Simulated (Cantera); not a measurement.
Input: 1 mol Ta, 0.4 mol O₂, 20 mol H₂, equilibrated at 100 Torr.

Cantera equilibrium calculation (NASA polynomials, part measured and part estimated; ideal gas, pure solids and liquids). Candidate condensed phases: H₂O, Ta, Ta₂O₅; 12 gas species. Mutual solubility and eutectic melting of coexisting phases are not modelled. Condensed phases not in the tables: N, O or C dissolved in the metal. The numbers say what is thermodynamically allowed, not how fast it happens. All values below are at 1700 °C.

Base state: H₂ 0.995, H 0.00369, H₂O 0.00162 (mole fractions); condensed: Ta(s) + Ta₂O₅(s).

Question: What changes in the equilibrium state with this change: pressure from 100 Torr to 465 Torr?

Answer: 
| species | before | after |
|---|---|---|
| H₂ | 0.995 | 0.997 |
| H | 0.00369 | 0.00171 |
| H₂O | 0.00162 | 0.00162 |
| Ta(s), mol | 0.693 | 0.693 |
| Ta₂O₅(s), mol | 0.153 | 0.154 |
